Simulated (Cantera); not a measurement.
Predominance diagram of Ca at 1625 K against the partial pressures of O2 and Br2 (log10, bar). Standard-state values (1 bar) from the NASA 1993 polynomials, evaluated with Cantera. Candidates: Ca(l), CaBr2(l), CaO(s). Only these pure phases compete in this equilibrium. Not in the tables: oxide halides.

```
log p(Br2) \ log p(O2)
        columns: -18, -17, -16.1, -15.2, -14.2, -13.2, -12.3, -11.4, -10.4, -9.5, -8.5, -7.6, -6.6, -5.6, -4.7, -3.8, -2.8, -1.9, -0.9, 0.1, 1
      0  A A A A A A A A A A A A A A A A A A A A A
     -1  A A A A A A A A A A A A A A A A A A A B B
     -2  A A A A A A A A A A A A A A A A A B B B B
     -3  A A A A A A A A A A A A A A A B B B B B B
     -4  A A A A A A A A A A A A A B B B B B B B B
     -5  A A A A A A A A A A A B B B B B B B B B B
     -6  A A A A A A A A A B B B B B B B B B B B B
     -7  A A A A A A A B B B B B B B B B B B B B B
     -8  A A A A A B B B B B B B B B B B B B B B B
     -9  A A A B B B B B B B B B B B B B B B B B B
    -10  A B B B B B B B B B B B B B B B B B B B B
```

A: CaBr2(l); B: CaO(s).
